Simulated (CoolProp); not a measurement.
n-decane at 298.15 K and 1.36 MPa flows at 0.075 m/s in a round tube of 4.6 mm bore and 0.25 µm roughness, fully developed (64/Re and Nu = 3.66 if laminar; Colebrook and Gnielinski if turbulent). Each further row changes one setting.

Model: reference Helmholtz-energy equation of state, Lemmon 2006, in CoolProp. It is a short technical equation, of lower accuracy than the large ones.

| case | Reynolds number | Darcy friction factor | pressure drop (Pa/m) | heat-transfer coefficient (W/(m² K)) | mass flow (kg/h) |
|---|---|---|---|---|---|
| as stated | 292 | [?] | 97.7 | 103 | [?] |
| velocity 0.15 m/s | 583 | 0.110 | [?] | 103 | [?] |
| diameter 9.2 mm | 583 | 0.110 | [?] | 51.7 | [?] |

Problem. Fill in the missing entries.

Solution. 
- as stated, Darcy friction factor: 0.220
- as stated, mass flow (kg/h): 3.26
- velocity 0.15 m/s, pressure drop (Pa/m): 195
- velocity 0.15 m/s, mass flow (kg/h): 6.53
- diameter 9.2 mm, pressure drop (Pa/m): 24.4
- diameter 9.2 mm, mass flow (kg/h): 13.1

Viscosity comes from a separate model (Huber 2004). Thermal conductivity comes from a separate model (Huber 2005).
